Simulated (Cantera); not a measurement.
# Stirred combustor or abatement burner

A perfectly stirred reactor is fed with 6.65 % C3H8, 19.5 % O2, 73.8 % N2, at 1.01 bar; it is adiabatic with a 325 K inlet, and is followed from long to short residence time, starting on the burning branch (τ in s: 0.058, 0.028, 0.014, 0.0069, 0.0034, 0.0017, 0.00081, 0.0004, 0.0002, 9.7e-05, 4.7e-05, 2.3e-05).

Detailed kinetics in Cantera: GRI-Mech 3.0 (53 species, 325 reactions). GRI-Mech 3.0 was tuned for natural gas; its chemistry of propane as a main component is partial and can be far from experiment.

| τ (s) | T (K) | x C3H8 | x O2 | x CH2CO | x CO2 | x N2O | x HCN | x NO |
|---|---|---|---|---|---|---|---|---|
| 0.058 | 1861 | 3.66e-6 | 0.000545 | 2.85e-5 | 0.0428 | 6.49e-9 | 8.03e-5 | 2.08e-5 |
| 0.028 | 1858 | 6.87e-6 | 0.000899 | 4.24e-5 | 0.0431 | 7.70e-9 | 9.28e-5 | 2.01e-5 |
| 0.014 | 1853 | 1.25e-5 | 0.00143 | 5.93e-5 | 0.0430 | 8.56e-9 | 0.000102 | 1.89e-5 |
| 0.0069 | 1843 | 2.30e-5 | 0.00231 | 8.15e-5 | 0.0425 | 8.88e-9 | 0.000104 | 1.68e-5 |
| 0.0034 | 1825 | 4.36e-5 | 0.00380 | 0.000113 | 0.0411 | 8.48e-9 | 9.35e-5 | 1.36e-5 |
| 0.0017 | 1794 | 8.79e-5 | 0.00655 | 0.000168 | 0.0386 | 7.56e-9 | 6.82e-5 | 9.34e-6 |
| 0.00081 | 1703 | 0.000273 | 0.0151 | 0.000400 | 0.0318 | 7.97e-9 | 2.06e-5 | 2.78e-6 |
| 0.00040 | 325 | 0.0665 | 0.195 | <1e-12 | <1e-12 | <1e-12 | <1e-12 | <1e-12 |
| 0.00020 | 325 | 0.0665 | 0.195 | <1e-12 | <1e-12 | <1e-12 | <1e-12 | <1e-12 |
| 9.7e-5 | 325 | 0.0665 | 0.195 | <1e-12 | <1e-12 | <1e-12 | <1e-12 | <1e-12 |
| 4.7e-5 | 325 | 0.0665 | 0.195 | <1e-12 | <1e-12 | <1e-12 | <1e-12 | <1e-12 |
| 2.3e-5 | 325 | 0.0665 | 0.195 | <1e-12 | <1e-12 | <1e-12 | <1e-12 | <1e-12 |
x: mole fraction; the columns are a selection and need not sum to one.
